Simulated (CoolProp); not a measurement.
Properties of fluorine along the isotherm -163.95 °C (Tc = -128.7 °C, pc = 5240 kPa, ω = 0.045).

The numbers come from the reference Helmholtz-energy equation of state, de Reuck 1990 in CoolProp.

```
p (kPa)   phase        Z  speed of sound (m/s)  isothermal compressibility (1/MPa)
-------  ------  -------  --------------------  ----------------------------------
1090     liquid  0.03472                 613.2                            0.004471
2180     liquid  0.06911                 622.6                            0.004261
3270     liquid   0.1032                 631.6                            0.004072
4370     liquid   0.1373                 640.4                            0.003900
5460     liquid   0.1708                 648.9                            0.003744
6550     liquid   0.2041                 657.3                            0.003602
7640     liquid   0.2372                 665.4                            0.003470
8730     liquid   0.2700                 673.5                            0.003348
9820     liquid   0.3026                 681.5                            0.003234
10900    liquid   0.3348                 689.4                            0.003129
12000    liquid   0.3673                 697.4                            0.003029
13100    liquid   0.3997                 705.4                            0.002934
```
